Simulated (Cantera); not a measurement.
Feed: 1 mol Al(CH₃)₃, 15 mol NH₃, 490 mol H₂, at 1330 Pa.

Method: chemical equilibrium by Gibbs-energy minimisation in Cantera with the NASA 1993 tables (ideal gas, pure condensed phases). Candidate condensed phases: Al, AlN, C, C₆H₆, C₇H₈, C₈H₁₈; 97 gas species. The feed counts by its element totals alone. Kinetics and transport are ignored.

### Question
What share of the Al ends up in condensed phases as a function of T (K), at 1723, 1748, 1773, 1798, 1823, 1848, 1873, 1898, 1923, 1948, 1973?

### Answer
```
T (K)  Al condensed (%)      as
-----  ----------------  ------
1723               85.7  AlN(s)
1748               73.3  AlN(s)
1773               51.0  AlN(s)
1798               12.1  AlN(s)
1823                0.0       -
1848                0.0       -
1873                0.0       -
1898                0.0       -
1923                0.0       -
1948                0.0       -
1973                0.0       -
```
